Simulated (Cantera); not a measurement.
## Equilibrium for silicon etching in halogen gases: Si + Cl2 + N2

A closed system holds: 1 mol Si, 3 mol Cl2, 0.28 mol N2, equilibrated at 100 Pa.

Cantera equilibrium calculation (NASA polynomials, part measured and part estimated; ideal gas, pure solids and liquids). Candidate condensed phases: Si, Si3N4; 13 gas species. The tables' values for SiCl3 are old estimates; treat these amounts as uncertain. Rates play no part.

From 1150 K to 1550 K nothing is condensed. The main Si-bearing gas is SiCl4 throughout.

| T (K) | x Cl | x SiCl4 | x Cl2 | x N2 | x SiCl3 | x SiCl2 |
|---|---|---|---|---|---|---|
| 1150 | 0.0548 | 0.427 | 0.399 | 0.119 | 9.63e-7 | 2.38e-11 |
| 1200 | 0.0913 | 0.419 | 0.373 | 0.117 | 3.15e-6 | 2.07e-10 |
| 1250 | 0.143 | 0.407 | 0.336 | 0.114 | 9.44e-6 | 1.56e-9 |
| 1300 | 0.210 | 0.392 | 0.287 | 0.110 | 2.65e-5 | 1.06e-8 |
| 1350 | 0.289 | 0.375 | 0.230 | 0.105 | 7.05e-5 | 6.61e-8 |
| 1400 | 0.372 | 0.357 | 0.171 | 0.1000 | 0.000182 | 3.94e-7 |
| 1450 | 0.447 | 0.340 | 0.117 | 0.0953 | 0.000462 | 2.29e-6 |
| 1500 | 0.506 | 0.326 | 0.0750 | 0.0917 | 0.00116 | 1.30e-5 |
| 1550 | 0.547 | 0.315 | 0.0457 | 0.0890 | 0.00285 | 7.16e-5 |
x: gas mole fraction; nothing condenses.
